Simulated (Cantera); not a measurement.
An isothermal, constant-pressure homogeneous reactor starts with CH₄ : H₂ = 1 : 5.6 (molar parts), at 1448 K and 1330 Pa. Integrator tolerance rtol = 1e-08.

Computed with Cantera and GRI-Mech 3.0 (53 species, 325 reactions). GRI-Mech 3.0 stops at C3 and has no aromatics, soot or wall deposition, so with more carbon than oxygen in the feed, carbon stays in small species such as C2H2 where larger ones or solid carbon would form. Radical loss at walls, strong at low pressure, is not modelled.

What does this change do: temperature 1448 to 1898 K?


| quantity | before | after |
|---|---|---|
| x(CH₄) at 20.0 s | 0.112 (gas-phase equilibrium 0.00457) | 8.84e-5 (gas-phase equilibrium 8.83e-5) |
| x(H₂) at 20.0 s | 0.871 (gas-phase equilibrium 0.932) | 0.928 (gas-phase equilibrium 0.928) |
| x(C₂H) at 20.0 s | 1.16e-9 (gas-phase equilibrium 7.12e-9) | 6.01e-6 (gas-phase equilibrium 6.01e-6) |
| x(C₂H₄) at 20.0 s | 0.000293 (gas-phase equilibrium 0.000381) | 9.90e-6 (gas-phase equilibrium 9.90e-6) |
| x(H) at 20.0 s | 4.48e-5 (gas-phase equilibrium 7.76e-5) | 0.00657 (gas-phase equilibrium 0.00657) |

What does this change do: temperature 1448 to 1373 K?


```json
[
 {"quantity": "x(CH₄) at 20.0 s", "before": "0.112 (gas-phase equilibrium 0.00457)", "after": "0.146 (gas-phase equilibrium 0.0111)"},
 {"quantity": "x(H₂) at 20.0 s", "before": "0.871 (gas-phase equilibrium 0.932)", "after": "0.852 (gas-phase equilibrium 0.928)"},
 {"quantity": "x(C₂H) at 20.0 s", "before": "1.16e-9 (gas-phase equilibrium 7.12e-9)", "after": "3.15e-11 (gas-phase equilibrium 1.44e-9)"},
 {"quantity": "x(C₂H₄) at 20.0 s", "before": "0.000293 (gas-phase equilibrium 0.000381)", "after": "0.000202 (gas-phase equilibrium 0.000841)"},
 {"quantity": "x(H) at 20.0 s", "before": "4.48e-5 (gas-phase equilibrium 7.76e-5)", "after": "1.41e-5 (gas-phase equilibrium 2.80e-5)"}
]
```
